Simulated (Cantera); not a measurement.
## Low-pressure radical oxidation in H2/O2

An isothermal, constant-pressure homogeneous reactor starts with 0.756 % H₂, 47.3 % O₂, 52.0 % N₂, at 1000 K and 1.73 Torr.

Detailed kinetics in Cantera: the H2/O2 subset of GRI-Mech 3.0, which has no nitrogen chemistry. Radical loss at walls, strong at low pressure, is not modelled.

```json
[
 {"t (s)": "4.00e-5", "x H₂": "0.00756", "x O₂": "0.473", "x OH": "<1e-12", "x H₂O₂": "<1e-12", "x HO₂": "<1e-12", "x H₂O": "<1e-12", "x H": "<1e-12"},
 {"t (s)": "0.000107", "x H₂": "0.00756", "x O₂": "0.473", "x OH": "<1e-12", "x H₂O₂": "<1e-12", "x HO₂": "<1e-12", "x H₂O": "<1e-12", "x H": "<1e-12"},
 {"t (s)": "0.000286", "x H₂": "0.00756", "x O₂": "0.473", "x OH": "<1e-12", "x H₂O₂": "<1e-12", "x HO₂": "1.71e-12", "x H₂O": "<1e-12", "x H": "1.57e-12"},
 {"t (s)": "0.000765", "x H₂": "0.00756", "x O₂": "0.473", "x OH": "<1e-12", "x H₂O₂": "<1e-12", "x HO₂": "4.58e-12", "x H₂O": "<1e-12", "x H": "3.69e-12"},
 {"t (s)": "0.00205", "x H₂": "0.00756", "x O₂": "0.473", "x OH": "4.87e-12", "x H₂O₂": "<1e-12", "x HO₂": "1.22e-11", "x H₂O": "1.01e-12", "x H": "7.70e-12"},
 {"t (s)": "0.00547", "x H₂": "0.00756", "x O₂": "0.473", "x OH": "2.15e-11", "x H₂O₂": "<1e-12", "x HO₂": "3.28e-11", "x H₂O": "1.28e-11", "x H": "1.63e-11"},
 {"t (s)": "0.0146", "x H₂": "0.00756", "x O₂": "0.473", "x OH": "1.09e-10", "x H₂O₂": "<1e-12", "x HO₂": "8.81e-11", "x H₂O": "1.59e-10", "x H": "5.78e-11"},
 {"t (s)": "0.0391", "x H₂": "0.00756", "x O₂": "0.473", "x OH": "2.10e-9", "x H₂O₂": "<1e-12", "x HO₂": "2.48e-10", "x H₂O": "4.79e-9", "x H": "1.00e-9"},
 {"t (s)": "0.105", "x H₂": "0.00755", "x O₂": "0.473", "x OH": "3.52e-6", "x H₂O₂": "3.69e-12", "x HO₂": "2.37e-8", "x H₂O": "8.49e-6", "x H": "1.68e-6"},
 {"t (s)": "0.280", "x H₂": "0.000130", "x O₂": "0.467", "x OH": "0.000382", "x H₂O₂": "4.05e-9", "x HO₂": "3.25e-7", "x H₂O": "0.00671", "x H": "0.00106"},
 {"t (s)": "0.748", "x H₂": "4.43e-5", "x O₂": "0.467", "x OH": "0.000252", "x H₂O₂": "2.11e-9", "x HO₂": "2.57e-7", "x H₂O": "0.00708", "x H": "0.000633"},
 {"t (s)": "2.00", "x H₂": "2.97e-5", "x O₂": "0.468", "x OH": "0.000206", "x H₂O₂": "2.18e-9", "x HO₂": "2.24e-7", "x H₂O": "0.00727", "x H": "0.000342"}
]
```
x: mole fraction; the columns are a selection and need not sum to one.

Equilibrium at this temperature and pressure: H₂ 2.03e-11, O₂ 0.471, OH 1.78e-7, H₂O₂ <1e-12, HO₂ 1.03e-10, H₂O 0.00759, H <1e-12 (gas phase only).
